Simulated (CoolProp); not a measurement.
A closed Brayton cycle with carbon dioxide: compressor inlet 333.15 K and 9.8 MPa, high pressure 31.3 MPa, turbine inlet 840 K, compressor efficiency 0.8, turbine efficiency 0.9, recuperator effectiveness 0 (on enthalpy, no pinch check). Each further row changes one setting.

The numbers come from the reference Helmholtz-energy equation of state, Span 1996 in CoolProp.

| case | thermal efficiency (%) | net work (kJ/kg) | compressor to turbine work | compressor exit (K) | turbine exit (K) |
|---|---|---|---|---|---|
| as stated | 15.8 | 87.5 | 0.43 | 429.0 | 699.6 |
| turbine inlet 790 K | 15.7 | 76.9 | ___ | 429.0 | ___ |
| compressor inlet 343.15 K | ___ | 79.1 | 0.49 | ___ | 699.6 |
| high pressure 26.6 MPa | 14.0 | 79.4 | ___ | 415.0 | ___ |
| recuperator effectiveness 0.5 | 22.1 | 87.5 | 0.43 | 429.0 | 699.6 |

Question: Complete the blanks.

Answer: 
- turbine inlet 790 K, compressor to turbine work: 0.46
- turbine inlet 790 K, turbine exit (K): 654.5
- compressor inlet 343.15 K, thermal efficiency (%): 15.2
- compressor inlet 343.15 K, compressor exit (K): 448.5
- high pressure 26.6 MPa, compressor to turbine work: 0.41
- high pressure 26.6 MPa, turbine exit (K): 718.6
